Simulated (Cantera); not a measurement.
A closed system holds: 1 mol SiC, 0.0064 mol O₂, 81 mol N₂, held at 0.00130 bar.

These are equilibrium values from Cantera (NASA tables, ideal gas, pure condensed phases), not measurements of a reactor. Candidate condensed phases: C, Si, SiC, SiO₂, Si₂N₂O, Si₃N₄; 34 gas species. N₂ is the only nitrogen source here; it is nearly inert below about 1500 K, so the nitride shown seldom forms there in practice. Mutual solubility and eutectic melting of coexisting phases are not modelled. Kinetics and transport are ignored. All values below are at 1448 K.

Base state: N₂ 1.000, CO 0.000140, SiO 1.84e-5 (mole fractions); condensed: SiC(s) + Si₃N₄(s).

Task: What changes in the equilibrium state with this change: pressure from 0.00130 bar to 1 atm?

Result: 
```
species             before    after
----------------  --------  -------
N₂                   1.000    1.000
CO                0.000140  3.44e-5
SiO                1.84e-5  5.83e-9
SiC(s), mol          0.989        0
Si₃N₄(s), mol      0.00327    0.327
C(graphite), mol         0    0.997
Si₂N₂O(s), mol           0   0.0100
```
